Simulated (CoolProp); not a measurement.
Vapour-liquid equilibrium of isobutene (1) + n-octane (2) at 279 kPa; x and y are mole fractions of (1).

The numbers come from the multi-fluid Helmholtz-energy mixture model, Lemmon 2005 and Beckmüller 2019; pair parameters Bell 2016 in CoolProp.

| x | bubble temperature, mixture model (°C) | bubble temperature, Raoult's law (°C) | y, mixture model | y, Raoult's law |
|---|---|---|---|---|
| 0.05 | 141.6 | 132.4 | 0.444 | 0.585 |
| 0.125 | 111.3 | 101.6 | 0.768 | 0.845 |
| 0.2 | 90.2 | 82.6 | 0.889 | 0.926 |
| 0.275 | 75.4 | 69.5 | (withheld) | 0.960 |
| 0.35 | 64.3 | 59.8 | 0.965 | 0.976 |
| 0.425 | 55.7 | 52.3 | 0.978 | 0.985 |
| 0.5 | (withheld) | 46.1 | 0.986 | 0.990 |
| 0.575 | 43.0 | 41.0 | 0.991 | 0.993 |
| 0.65 | 38.1 | 36.6 | 0.994 | 0.996 |
| 0.725 | (withheld) | 32.8 | 0.996 | 0.997 |
| 0.8 | 30.1 | 29.4 | 0.998 | 0.998 |
| 0.875 | (withheld) | 26.4 | 0.999 | 0.999 |
| 0.95 | 23.9 | 23.8 | 1.000 | 1.000 |

Q: Some entries are withheld; supply them.

A: 
- 0.275, y, mixture model: 0.940
- 0.5, bubble temperature, mixture model (°C): 48.8
- 0.725, bubble temperature, mixture model (°C): 33.8
- 0.875, bubble temperature, mixture model (°C): 26.9

The largest gap from Raoult's law is +9.7 K in bubble temperature, at x = 0.125. No azeotrope shows between x = 0.05 and 0.95.

Pair parameters are fitted to limited data, so mixtures are less certain than the pure fluids.
